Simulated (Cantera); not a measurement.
Input: 1 mol Ti, 23 mol CO2, 190 mol H2, equilibrated at 39.0 Pa.

Method: chemical equilibrium by Gibbs-energy minimisation in Cantera with the NASA 1993 tables (ideal gas, pure condensed phases). Candidate condensed phases: C, C6H6, C7H8, C8H18, H2O, Ti, TiC, TiO, TiO2, Ti2O3, Ti3O5, Ti4O7; 113 gas species. Condensed phases not in the tables: Magnéli phases beyond Ti4O7. Rates play no part.

log p: log10 of the partial pressure in bar; n: condensed amount in mol.

| T (°C) | log p H2 | log p CO | log p H2O | log p H | log p CO2 | n TiO2(rutile) | n Ti4O7(s) | n Ti4O7(l) |
|---|---|---|---|---|---|---|---|---|
| 1100 | -3.51 | -4.40 | -4.44 | -7.23 | -5.65 | 1.00 | 0 | 0 |
| 1200 | -3.51 | -4.40 | -4.44 | -6.65 | -5.72 | 1.00 | 0 | 0 |
| 1300 | -3.51 | -4.39 | -4.43 | [?] | -5.78 | 1.000 | 0 | 0 |
| 1400 | -3.51 | -4.39 | -4.43 | -5.70 | -5.83 | 1.000 | 0 | 0 |
| 1500 | -3.51 | -4.39 | -4.43 | -5.30 | -5.88 | 0.999 | 0 | 0 |
| 1600 | -3.52 | -4.39 | -4.43 | [?] | -5.92 | 0 | [?] | 0 |
| 1700 | -3.54 | -4.40 | -4.44 | -4.64 | -5.95 | 0 | 0 | 0.233 |

**Question.** Fill in the missing entries.

**Answer.** 
- 1600, log p H: -4.95
- 1600, n Ti4O7(s): 0.247
- 1300, log p H: -6.14
